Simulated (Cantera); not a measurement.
What does this Cantera script print?

```python
import numpy as np
import cantera as ct

gas_names = """
    H HO2 H2 H2O H2O2 O OH O2 O3 Pb PbO Pb2
""".split()
cond_names = """
    H2O(s) H2O(L) Pb(cr) Pb(L) PbO(rd) PbO(yw) PbO(L) PbO2(s) Pb3O4(s)
""".split()


def load(file, names, dense=False):
    # The tables refer to 1 bar. Condensed volumes are neglected.
    table = {s.name: s for s in ct.Species.list_from_file(file)}
    out = []
    for n in names:
        d = dict(table[n].input_data)
        d["thermo"] = dict(d["thermo"], **{"reference-pressure": 1e5})
        if dense:
            d["equation-of-state"] = {"model": "constant-volume", "density": "1e6 g/cm^3"}
        out.append(ct.Species.from_dict(d))
    return out


gas = ct.Solution(thermo="ideal-gas", species=load("nasa_gas.yaml", gas_names))
cond = {s.name: ct.Solution(thermo="fixed-stoichiometry", species=[s], name=s.name)
        for s in load("nasa_condensed.yaml", cond_names, dense=True)}
atoms = {
    'PbO': {'Pb': 1, 'O': 1},
    'O2': {'O': 2},
    'H2': {'H': 2},
}
top_T = {'Pb3O4(s)': 820}  # K; cautious upper limits of use, not melting points


def equilibrate(T, P, feed):
    n = {}
    for name, mol in feed.items():
        for a, k in atoms[name].items():
            n[a] = n.get(a, 0.0) + k * mol
    gas.TPX = T, P, n
    mass = sum(n.values()) * gas.mean_molecular_weight
    gas.equilibrate("TP")
    valid = [c for c in cond.values() if c.min_temp <= T <= top_T.get(c.name, c.max_temp)]
    mix = ct.Mixture([(gas, mass / gas.mean_molecular_weight)] + [(c, 0.0) for c in valid])
    mix.T, mix.P = T, P
    mix.equilibrate("TP", solver="vcs", rtol=1e-11, max_steps=5000)
    return mix


results = []
feed = {'PbO': 1, 'O2': 0.66, 'H2': 9.5}  # mol
T = 1023.15  # K
P = 13332.2  # Pa
mix = equilibrate(T, P, feed)
results.append((T, P, feed, dict(zip(mix.species_names, mix.species_moles))))
print(gas.report(threshold=0.001))
for i in range(1, mix.n_phases):
    print(f"{mix.phase(i).name:16s} {mix.phase_moles(i):12.5e} mol")
```

Result:

```
       temperature   1023.1 K
          pressure   13332 Pa
           density   0.0093461 kg/m^3
  mean mol. weight   5.9635 kg/kmol
   phase of matter   gas

                          1 kg             1 kmol
                     ---------------   ---------------
          enthalpy       -6.0801e+06       -3.6259e+07  J
   internal energy       -7.5066e+06       -4.4766e+07  J
           entropy             34313        2.0462e+05  J/K
    Gibbs function       -4.1187e+07       -2.4562e+08  J
 heat capacity c_p            5540.7             33042  J/K
 heat capacity c_v            4146.4             24727  J/K

                      mass frac. Y      mole frac. X     chem. pot. / RT
                     ---------------   ---------------   ---------------
                H2           0.25545           0.75564           -19.858
               H2O           0.73758           0.24416           -56.788
     [  +10 minor]         0.0069709        0.00020064

Pb(L)             9.98094e-01 mol
PbO(yw)           0.00000e+00 mol
PbO2(s)           0.00000e+00 mol
```

Equilibrium computed with Cantera from the NASA thermochemical tables; the gas is ideal and each condensed phase is pure.
